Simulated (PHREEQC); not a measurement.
Dissolve 0.032 mol AlCl3 per kg of water at 25 °C. Closed to the air; pH follows from the charge balance.

Model: ion-association model, wateq4f.dat, run in PHREEQC.

```json
[
 {"quantity": "pH", "before": "3.48", "after": "4.49"},
 {"quantity": "ionic strength (mol/kgw)", "before": "0.191", "after": "0.0918"}
]
```

Task: Name the change that produced these shifts.
A. AlCl3 replaced by CsCl at the same molality
B. AlCl3 replaced by CuCl2 at the same molality
C. AlCl3 replaced by FeCl2 at the same molality
D. AlCl3 from 0.032 to 0.0352 mol/kgw
E. 0.011 mol/kgw Ca(OH)2 added

Result: B, AlCl3 replaced by CuCl2 at the same molality

Precipitation was switched off in this run. Some of these states are supersaturated (in Atacamite, for instance).
